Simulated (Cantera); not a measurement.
Charge: 1 mol Si, 0.016 mol CO₂, 8.6 mol N₂, at 2273 K and 1 atm.

Method: chemical equilibrium by Gibbs-energy minimisation in Cantera with the NASA 1993 tables (ideal gas, pure condensed phases). Candidate condensed phases: C, Si, SiC, SiO₂, Si₂N₂O, Si₃N₄; 34 gas species. The tables' values for SiN are old estimates; treat these amounts as uncertain. Equilibrium is a limit: real reactors are often held back by kinetics, nucleation or transport.

Base state: N₂ 0.995, SiO 0.00190, CO 0.00180, Si 0.000722, Si₂N 0.000111, SiN 0.000107, Si₂C 4.67e-5, Si₂ 1.33e-5 (mole fractions); condensed: Si(l).

What changes in the equilibrium state with this change: temperature from 2273 K to 1850 K?


| species | before | after |
|---|---|---|
| N₂ | 0.995 | 0.998 |
| CO | 0.00180 | 0.00201 |
| SiO | 0.00190 | 0.000187 |
| Si | 0.000722 | 4.57e-7 |
| Si₂C | 4.67e-5 | 2.46e-9 |
| Si₂ | 1.33e-5 | <1e-9 |
| Si₂N | 0.000111 | 1.93e-8 |
| SiN | 0.000107 | 1.76e-7 |
| Si(l), mol | 0.973 | 0 |
| Si₂N₂O(s), mol | 0 | 0.0145 |
| Si₃N₄(s), mol | 0 | 0.323 |
Mutual solubility and eutectic melting of coexisting phases are not modelled.
